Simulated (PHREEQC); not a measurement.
0.22 g of hydrous ferric oxide (600 m²/g; 0.2 weak and 0.005 strong sites per Fe, Dzombak-Morel constants, diffuse double layer) in 1 kg of water with 0.1 mol/kgw of an inert sodium salt and 0.0011 mol ZnCl2, at 25 °C; the pH is set by adding NaOH or the inert anion's acid. O2 is buffered at 0.21 atm. CO2 from the air is kept out. No solid was allowed to form.

Base run: PHREEQC, ion-association model, wateq4f.dat. Each further column changes one thing. The table gives surface charge σ (C/m²).

```
pH     base  background salt from 0.1 to 0.01 mol/kgw  oxide from 0.22 to 1.1 g/kgw  0.00027 mol/kgw BaCl2 added
---  ------  ----------------------------------------  ----------------------------  ---------------------------
3     0.364                                     0.333                         0.364                        0.364
4     0.322                                     0.231                         0.322                        0.322
5     0.217                                     0.125                         0.218                        0.218
5.5   0.163                                     0.087                         0.163                        0.164
6.5   0.105                                     0.052                         0.097                        0.105
7.5   0.111                                     0.051                         0.069                        0.111
8.5   0.101                                     0.042                         0.030                        0.101
9     0.073                                     0.028                         0.013                        0.074
10    0.016                                     0.006                        -0.018                        0.016
11   -0.030                                    -0.011                        -0.058                       -0.029
```

In at least one series the solution becomes supersaturated in solids that the run did not let form, among them Zincite(c), Zn5(OH)8Cl2. The oxide is taken as insoluble; below pH 4 it would dissolve.
